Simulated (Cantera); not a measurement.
Mixture: C2H4 : O2 : N2 : CO2 = 1 : 2.31 : 8.68 : 2 (molar parts), equivalence ratio 1.3, at 4.93 atm, adiabatic and at constant pressure. Ignition delay is the time to a rise of 400 K.

Computed with Cantera and GRI-Mech 3.0 (53 species, 325 reactions). GRI-Mech 3.0 was tuned for natural gas; its chemistry of ethylene as a main component is partial and can be far from experiment.

**Question.** At T0 = 1275 K, what is the delay, and which 5 reactions control it most (d ln τ / d ln k, from doubling and halving each rate constant)?

**Answer.** The delay is 0.158 ms.
```tsv
reaction	d ln τ / d ln k	faster rate
C2H3 + O2 <=> CH2CHO + O	-1.37	shortens it
H + O2 <=> O + OH	-1.29	shortens it
C2H3 + O2 <=> CH2O + HCO	1.22	lengthens it
C2H4 + O <=> CH2CHO + H	-0.85	shortens it
C2H4 + O <=> CH3 + HCO	0.83	lengthens it
```
